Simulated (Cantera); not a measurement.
A perfectly stirred reactor is fed with 20.4 % C2H6, 79.6 % H2, at 1.01 bar; it is held at 1573 K, and followed from long to short residence time.

Computed with Cantera and GRI-Mech 3.0 (53 species, 325 reactions). GRI-Mech 3.0 stops at C3 and has no aromatics, soot or wall deposition, so with more carbon than oxygen in the feed, carbon stays in small species such as C2H2 where larger ones or solid carbon would form.

x: mole fraction; the columns are a selection and need not sum to one.

```json
[
 {"τ (s)": "1.9", "x C2H6": "6.78e-5", "x H2": "0.791", "x C2H": "1.41e-8", "x CH4": "0.0960", "x CH3": "9.42e-5"},
 {"τ (s)": "1.0", "x C2H6": "(withheld)", "x H2": "0.790", "x C2H": "1.46e-8", "x CH4": "0.0982", "x CH3": "0.000101"},
 {"τ (s)": "0.59", "x C2H6": "0.000108", "x H2": "0.789", "x C2H": "1.54e-8", "x CH4": "0.1000", "x CH3": "0.000109"},
 {"τ (s)": "0.34", "x C2H6": "0.000146", "x H2": "0.788", "x C2H": "1.66e-8", "x CH4": "0.101", "x CH3": "0.000119"},
 {"τ (s)": "0.19", "x C2H6": "0.000208", "x H2": "0.788", "x C2H": "1.85e-8", "x CH4": "0.101", "x CH3": "0.000134"},
 {"τ (s)": "0.11", "x C2H6": "0.000296", "x H2": "0.789", "x C2H": "2.12e-8", "x CH4": "0.0998", "x CH3": "0.000152"},
 {"τ (s)": "0.061", "x C2H6": "0.000438", "x H2": "0.790", "x C2H": "2.50e-8", "x CH4": "0.0973", "x CH3": "0.000176"},
 {"τ (s)": "0.034", "x C2H6": "0.000650", "x H2": "0.791", "x C2H": "2.97e-8", "x CH4": "0.0946", "x CH3": "0.000205"},
 {"τ (s)": "0.019", "x C2H6": "(withheld)", "x H2": "0.792", "x C2H": "(withheld)", "x CH4": "0.0927", "x CH3": "(withheld)"},
 {"τ (s)": "0.011", "x C2H6": "0.00142", "x H2": "0.792", "x C2H": "4.05e-8", "x CH4": "0.0919", "x CH3": "0.000287"},
 {"τ (s)": "0.0062", "x C2H6": "0.00214", "x H2": "0.791", "x C2H": "4.59e-8", "x CH4": "0.0922", "x CH3": "0.000346"}
]
```

Question: What belongs in the gaps?

Answer: 
- 1.0, x C2H6: 8.48e-5
- 0.019, x C2H6: 0.000969
- 0.019, x C2H: 3.52e-8
- 0.019, x CH3: 0.000242
